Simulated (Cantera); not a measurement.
Cantera run, input and output.

```python
import numpy as np
import cantera as ct

gas = ct.Solution("gri30.yaml")
gas.TPX = 800, 500000, {'CH4': 1, 'O2': 1.43, 'N2': 5.37, 'H2O': 1.8}
inlet = ct.Reservoir(gas, clone=True)
gas.equilibrate("HP")  # start burning
reactor = ct.IdealGasConstPressureReactor(gas, energy="on", clone=False)
exhaust = ct.Reservoir(gas, clone=True)
tau = [0.1, 0.036, 0.013, 0.0045, 0.0016, 0.00056, 0.0002, 7e-05, 2.5e-05, 8.6e-06][0]
for a, b in ((inlet, reactor), (reactor, exhaust)):
    ct.MassFlowController(a, b, mdot=lambda t: reactor.mass / tau)
net = ct.ReactorNet([reactor])
show = ['CH4', 'O2', 'H2O', 'N2O', 'NO', 'CO', 'HCN']

rows = []
print(f"{'tau/s':>10s}{'T/K':>9s}" + "".join(f"{s:>11s}" for s in show))
for tau in [0.1, 0.036, 0.013, 0.0045, 0.0016, 0.00056, 0.0002, 7e-05, 2.5e-05, 8.6e-06]:
    net.initial_time = 0.0
    net.advance(30 * tau)
    before = gas.X
    net.advance(40 * tau)
    drift = np.max(np.abs(gas.X - before) / (gas.X + 1e-9))
    rows.append([gas.T, *gas[show].X, drift])
    print(f"{tau:10.3e}{gas.T:9.1f}" + "".join(f"{x:11.3e}" for x in gas[show].X))
```

Result:

```
     tau/s      T/K        CH4         O2        H2O        N2O         NO         CO        HCN
 1.000e-01   2060.2  2.200e-04  5.420e-05  3.102e-01  3.005e-09  4.038e-05  4.841e-02  3.140e-06
 3.600e-02   2060.5  5.090e-04  1.402e-04  3.106e-01  3.929e-09  4.545e-05  4.804e-02  7.925e-06
 1.300e-02   2060.7  1.067e-03  3.590e-04  3.115e-01  5.034e-09  4.287e-05  4.726e-02  1.534e-05
 4.500e-03   2058.5  1.983e-03  9.279e-04  3.131e-01  6.693e-09  3.415e-05  4.594e-02  2.229e-05
 1.600e-03   2048.2  3.173e-03  2.265e-03  3.150e-01  9.926e-09  2.404e-05  4.468e-02  2.471e-05
 5.600e-04   2015.7  4.930e-03  5.668e-03  3.161e-01  1.765e-08  1.296e-05  4.457e-02  1.989e-05
 2.000e-04    800.0  1.042e-01  1.490e-01  1.875e-01  3.377e-21 -3.666e-21 -5.995e-16 -2.699e-20
 7.000e-05    800.0  1.042e-01  1.490e-01  1.875e-01  5.740e-22 -6.119e-26  2.815e-21 -4.506e-25
 2.500e-05    800.0  1.042e-01  1.490e-01  1.875e-01  8.015e-23  9.284e-32  5.819e-22  6.760e-31
 8.600e-06    800.0  1.042e-01  1.490e-01  1.875e-01  1.184e-23  3.076e-35  2.212e-23 -5.726e-34
```

Model: GRI-Mech 3.0 (53 species, 325 reactions), integrated in Cantera.
